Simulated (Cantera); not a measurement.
Gas mixture: 15.7 % NO, 47.0 % N2O, 37.3 % CO2, at 1.09 atm, frozen composition.

Cantera's kinetic-theory transport with the Lennard-Jones parameters of GRI-Mech 3.0, ideal gas; thermal conductivity in the mixture-averaged form. The composition is frozen, though it would react at the higher temperatures.

One state of this run: ρ (kg/m³) = 0.553; cp (J/kg/K) = 1233; μ (µPa s) = 40.8; λ (mW/m/K) = 68.5; Pr = 0.735; D (cm²/s) H = 7.85; D (cm²/s) C2H2 = 1.03; D (cm²/s) NH3 = 1.48. D: mixture-averaged diffusion coefficient of that species in the mixture.

Problem. Which value of T (K) does it belong to?
A. 1000
B. 1600
C. 600
D. 800

Solution. A, 1000
